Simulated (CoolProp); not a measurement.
The fluid at 293.15 K and 0.628 MPa flows at 13 m/s in a round tube of 50 mm bore and 45 µm roughness, fully developed (64/Re and Nu = 3.66 if laminar; Colebrook and Gnielinski if turbulent). The same conditions are run with several fluids, on thermodynamics alone (safety and materials aside).

Computed with CoolProp (reference Helmholtz-energy equation of state of each fluid (C3F8 (R218): Lemmon 2006; R507A: Lemmon 2003; R404A: Lemmon 2003; R13: Platzer 1990; ethane: Bücker 2006)). The equations of Platzer and Polt are older, rougher fits. Blends and air are pseudo-pure fits.

Question: Rank C3F8 (R218), R507A, R404A, R13, ethane by Reynolds number, highest first.

Answer: C3F8 (R218) (3130000), R507A (1540000), R404A (1520000), R13 (1310000), ethane (568000)

```json
[
 {"fluid": "C3F8 (R218)", "Darcy friction factor": "0.0192", "pressure drop (Pa/m)": "1890", "heat-transfer coefficient (W/(m² K))": "1720", "mass flow (kg/h)": "5330"},
 {"fluid": "R507A", "Darcy friction factor": "0.0194", "pressure drop (Pa/m)": "945", "heat-transfer coefficient (W/(m² K))": "938", "mass flow (kg/h)": "2650"},
 {"fluid": "R404A", "Darcy friction factor": "0.0194", "pressure drop (Pa/m)": "935", "heat-transfer coefficient (W/(m² K))": "933", "mass flow (kg/h)": "2620"},
 {"fluid": "R13", "Darcy friction factor": "0.0194", "pressure drop (Pa/m)": "941", "heat-transfer coefficient (W/(m² K))": "675", "mass flow (kg/h)": "2640"},
 {"fluid": "ethane", "Darcy friction factor": "0.0197", "pressure drop (Pa/m)": "272", "heat-transfer coefficient (W/(m² K))": "517", "mass flow (kg/h)": "750"}
]
```

Transport values come from each fluid's own correlations; those of C3F8 (R218), R13 are estimates that may be off by 10 % or more.
